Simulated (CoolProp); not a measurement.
Properties of R1224YDZ at several states.

Values from CoolProp's reference Helmholtz-energy equation of state, Akasaka 2023.

```csv
T (K),p (kPa),phase,cp (kJ/(kg K)),cv (kJ/(kg K)),isothermal compressibility (1/MPa),expansivity (1/kK)
324.1,5470,liquid,1.183,0.8494,0.003315,2.115
357.2,5740,liquid,1.257,0.8929,0.005533,2.615
232.6,507,liquid,1.044,0.7311,0.001211,?
186.7,12200,liquid,1.006,0.6995,?,1.373
330.7,1260,liquid,1.221,0.8592,0.004411,2.474
218.7,348,liquid,?,0.7172,0.001049,1.530
```

Question: What belongs in the gaps?

Answer: 
- 232.6, expansivity (1/kK): 1.578
- 186.7, isothermal compressibility (1/MPa): 0.0006957
- 218.7, cp (kJ/(kg K)): 1.030
